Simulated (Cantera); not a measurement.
An adiabatic, constant-pressure homogeneous reactor starts with H2 : O2 : N2 = 1 : 1.56 : 5.88 (molar parts), equivalence ratio 0.32, at 1450 K and 550000 Pa.

Model: the H2/O2 subset of GRI-Mech 3.0, which has no nitrogen chemistry, integrated in Cantera. The hydrogen kinetics of GRI-Mech 3.0 are dated; newer H2 mechanisms differ, most at raised pressure.

One state of this run: T (K) = 2260; x H2 = 0.000240; x O2 = 0.132; x H = 5.22e-5; x H2O = 0.123; x OH = 0.00409; x O = 0.000612; x HO2 = 8.63e-6. x: mole fraction; the columns are a selection and need not sum to one.

Which value of t (s) does it belong to?
(A) 9.00
(B) 1.84e-5
(C) 4.29e-6
(D) 1.00e-6

A, 9.00
